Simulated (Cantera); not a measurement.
What does this Cantera script print?

```python
import numpy as np
import cantera as ct

gas_names = """
    B BH BH2 BH3 BN BO BO2 B2 B2O B2O2 B2O3 B3O3H3 H HBO HBO2 HNO HNO2 HNO3 HO2 H2 H2O H2O2 H3B3O6 N NH
    NH2 NH3 NH2OH NO NO2 NO3 N2 N2H2 N2H4 N2O O OH O2 O3
""".split()
cond_names = """
    B(b) B(L) BN(s) B2O3(L) B3O3H3(cr) H2O(s) H2O(L)
""".split()


# ... load() reads the species with a 1 bar reference pressure and builds the phases ...
atoms = {
    'borazine': {'B': 3, 'N': 3, 'H': 6},
    'NH3': {'N': 1, 'H': 3},
    'H2O': {'H': 2, 'O': 1},
}
top_T = {'BN(s)': 3200}  # K; cautious upper limits of use, not melting points


# ... equilibrate(T, P, feed) seeds the gas with the atoms and calls Mixture.equilibrate('TP', solver="vcs", rtol=1e-11, max_steps=5000) ...
results = []
feed = {'borazine': 1, 'NH3': 2.8, 'H2O': 0.08}  # mol
P = 310  # Pa
for T in [1150, 1200, 1250, 1300, 1350, 1400, 1450, 1500, 1550, 1600, 1650, 1700, 1750, 1800]:
    mix = equilibrate(T, P, feed)
    results.append((T, P, feed, dict(zip(mix.species_names, mix.species_moles))))
    x = sorted(zip(gas.X, gas.species_names), reverse=True)
    print(f"T = {T:g} K  P = {P:g} Pa  gas = {mix.phase_moles(0):.4g} mol")
    print("   x: " + "  ".join(f"{s} {v:.3e}" for v, s in x if v > 0.001))
    print("   condensed (mol): " + ("  ".join(f"{mix.phase(i).name} {mix.phase_moles(i):.4g}"
          for i in range(1, mix.n_phases) if mix.phase_moles(i) > 1e-12) or "none"))
```

Result:

```
T = 1150 K  P = 310 Pa  gas = 8.705 mol
   x: H2 8.356e-01  N2 1.637e-01
   condensed (mol): BN(s) 2.951  B2O3(L) 0.02386
T = 1200 K  P = 310 Pa  gas = 8.706 mol
   x: H2 8.354e-01  N2 1.636e-01
   condensed (mol): BN(s) 2.951  B2O3(L) 0.02273
T = 1250 K  P = 310 Pa  gas = 8.708 mol
   x: H2 8.351e-01  N2 1.635e-01
   condensed (mol): BN(s) 2.952  B2O3(L) 0.02048
T = 1300 K  P = 310 Pa  gas = 8.711 mol
   x: H2 8.344e-01  N2 1.634e-01  HBO2 1.316e-03
   condensed (mol): BN(s) 2.953  B2O3(L) 0.01612
T = 1350 K  P = 310 Pa  gas = 8.718 mol
   x: H2 8.330e-01  N2 1.632e-01  HBO2 2.314e-03
   condensed (mol): BN(s) 2.955  B2O3(L) 0.007626
T = 1400 K  P = 310 Pa  gas = 8.727 mol
   x: H2 8.315e-01  N2 1.631e-01  HBO2 2.867e-03  HBO 1.447e-03
   condensed (mol): BN(s) 2.953
T = 1450 K  P = 310 Pa  gas = 8.733 mol
   x: H2 8.309e-01  N2 1.633e-01  HBO 2.399e-03  HBO2 2.337e-03
   condensed (mol): BN(s) 2.948
T = 1500 K  P = 310 Pa  gas = 8.74 mol
   x: H2 8.299e-01  N2 1.635e-01  HBO 3.645e-03  HBO2 1.737e-03
   condensed (mol): BN(s) 2.942
T = 1550 K  P = 310 Pa  gas = 8.748 mol
   x: H2 8.287e-01  N2 1.638e-01  HBO 5.033e-03  HBO2 1.150e-03
   condensed (mol): BN(s) 2.935
T = 1600 K  P = 310 Pa  gas = 8.756 mol
   x: H2 8.274e-01  N2 1.640e-01  HBO 6.280e-03
   condensed (mol): BN(s) 2.929
T = 1650 K  P = 310 Pa  gas = 8.763 mol
   x: H2 8.262e-01  N2 1.641e-01  HBO 7.129e-03  H 1.483e-03
   condensed (mol): BN(s) 2.924
T = 1700 K  P = 310 Pa  gas = 8.77 mol
   x: H2 8.250e-01  N2 1.641e-01  HBO 7.542e-03  H 2.404e-03
   condensed (mol): BN(s) 2.922
T = 1750 K  P = 310 Pa  gas = 8.779 mol
   x: H2 8.235e-01  N2 1.640e-01  HBO 7.637e-03  H 3.791e-03
   condensed (mol): BN(s) 2.921
T = 1800 K  P = 310 Pa  gas = 8.789 mol
   x: H2 8.216e-01  N2 1.638e-01  HBO 7.528e-03  H 5.829e-03
   condensed (mol): BN(s) 2.92
```

These are equilibrium values from Cantera (NASA tables, ideal gas, pure condensed phases), not measurements of a reactor. The feed counts by its element totals alone. Mutual solubility and eutectic melting of coexisting phases are not modelled.
